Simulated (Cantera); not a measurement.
Feed: 1 mol AlN, 20 mol Cl2, 0.48 mol N2, at 1.00 bar.

These are equilibrium values from Cantera (NASA tables, ideal gas, pure condensed phases), not measurements of a reactor. Candidate condensed phases: Al, AlCl3, AlN; 11 gas species. Equilibrium is a limit: real reactors are often held back by kinetics, nucleation or transport. All values below are at 900 K.

Base state: Cl2 0.904, N2 0.0479, AlCl3 0.0468, Al2Cl6 0.00103, Cl 7.03e-5 (mole fractions); condensed: gas only.

Question: What changes in the equilibrium state with this change: AlN replaced by BN?

Answer: 
```json
[
 {"species": "Cl2", "before": "0.904", "after": "0.903"},
 {"species": "BCl3", "before": "0", "after": "0.0488"},
 {"species": "N2", "before": "0.0479", "after": "0.0478"},
 {"species": "AlCl3", "before": "0.0468", "after": "0"},
 {"species": "Al2Cl6", "before": "0.00103", "after": "0"},
 {"species": "Cl", "before": "7.03e-5", "after": "7.03e-5"}
]
```
Further candidate phases: B, BN.

Question: What changes in the equilibrium state with this change: pressure from 1.00 bar to 0.0110 bar?

Answer: 
```json
[
 {"species": "Cl2", "before": "0.904", "after": "0.903"},
 {"species": "AlCl3", "before": "0.0468", "after": "0.0488"},
 {"species": "N2", "before": "0.0479", "after": "0.0478"},
 {"species": "Al2Cl6", "before": "0.00103", "after": "1.23e-5"},
 {"species": "Cl", "before": "7.03e-5", "after": "0.000670"}
]
```
